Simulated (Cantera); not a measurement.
# Cu2O + CH4 + H2 (carbothermic reduction)

Charge: 1 mol Cu2O, 1 mol CH4, 3.5 mol H2, equilibrated at 1.00 bar.

Method: chemical equilibrium by Gibbs-energy minimisation in Cantera with the NASA 1993 tables (ideal gas, pure condensed phases). Candidate condensed phases: C, C6H6, C7H8, C8H18, Cu, CuO, Cu(OH)2, Cu2O, H2O; 113 gas species. Kinetics and transport are ignored.

| T (K) | x H2 | x CO | x Cu | x CH4 | x H2O | x H | x CO2 | n Cu(s) | n Cu(l) |
|---|---|---|---|---|---|---|---|---|---|
| 1048 | 0.812 | 0.128 | 9.78e-11 | 0.0299 | 0.0251 | 6.96e-9 | 0.00472 | 2.00 | 0 |
| 1148 | 0.834 | 0.145 | 2.72e-9 | 0.0105 | 0.00916 | 6.54e-8 | 0.00135 | 2.00 | 0 |
| 1248 | 0.841 | 0.151 | 4.41e-8 | 0.00414 | 0.00371 | 4.28e-7 | 0.000427 | 2.00 | 0 |
| 1348 | 0.844 | 0.152 | 4.68e-7 | 0.00184 | 0.00169 | 2.13e-6 | 0.000156 | 2.00 | 0 |
| 1448 | 0.845 | 0.153 | 3.32e-6 | 0.000916 | 0.000853 | 8.47e-6 | 6.52e-5 | 0 | 2.00 |
| 1548 | 0.845 | 0.153 | 1.80e-5 | 0.000497 | 0.000470 | 2.83e-5 | 3.06e-5 | 0 | 2.00 |
| 1648 | 0.846 | 0.154 | 7.90e-5 | 0.000289 | 0.000281 | 8.19e-5 | 1.59e-5 | 0 | 2.00 |
| 1748 | 0.845 | 0.154 | 0.000291 | 0.000175 | 0.000181 | 0.000210 | 9.11e-6 | 0 | 2.00 |
| 1848 | 0.845 | 0.154 | 0.000929 | 0.000108 | 0.000127 | 0.000487 | 5.77e-6 | 0 | 1.99 |
| 1948 | 0.843 | 0.153 | 0.00262 | 6.66e-5 | 9.78e-5 | 0.00104 | 4.05e-6 | 0 | 1.98 |
| 2048 | 0.839 | 0.153 | 0.00665 | 4.05e-5 | 8.10e-5 | 0.00205 | 3.10e-6 | 0 | 1.96 |
| 2148 | 0.829 | 0.151 | 0.0154 | 2.45e-5 | 7.05e-5 | 0.00380 | 2.51e-6 | 0 | 1.90 |
| 2248 | 0.812 | 0.148 | 0.0332 | 1.47e-5 | 6.26e-5 | 0.00662 | 2.10e-6 | 0 | 1.77 |
x: gas mole fraction; n: condensed amount in mol.

From 1048 K to 1348 K the condensed part is Cu(s). From 1448 K to 2248 K the condensed part is Cu(l).
